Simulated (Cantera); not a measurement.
Input: 1 mol Ta2O5, 0.42 mol H2, at 1725 °C and 49.0 mbar.

Equilibrium computed with Cantera from the NASA thermochemical tables; the gas is ideal and each condensed phase is pure. Candidate condensed phases: H2O, Ta, Ta2O5; 12 gas species. Mutual solubility and eutectic melting of coexisting phases are not modelled. Condensed phases not in the tables: N, O or C dissolved in the metal. Equilibrium is a limit: real reactors are often held back by kinetics, nucleation or transport.

Base state: H2 0.991, H 0.00721, H2O 0.00180, TaO2 2.07e-5 (mole fractions); condensed: Ta(s) + Ta2O5(s).

**Question.** What changes in the equilibrium state with this change: Ta2O5 replaced by V2O5?

**Answer.** 
```csv
species,before,after
H2O,0.00180,0.576
O2,<1e-9,0.399
OH,1.30e-6,0.0121
H2,0.991,0.00117
TaO2,2.07e-5,0
VO2,0,0.00919
O,6.94e-9,0.00188
H,0.00721,0.000248
"Ta(s), mol",0.000301,0
"Ta2O5(s), mol",1.000,0
"V2O4(l), mol",0,0.997
```
Condensed phases not in the tables: the oxides between V2O3 and V2O5 other than VO2. Further candidate phases: V, VO, V2O3, V2O4, V2O5.
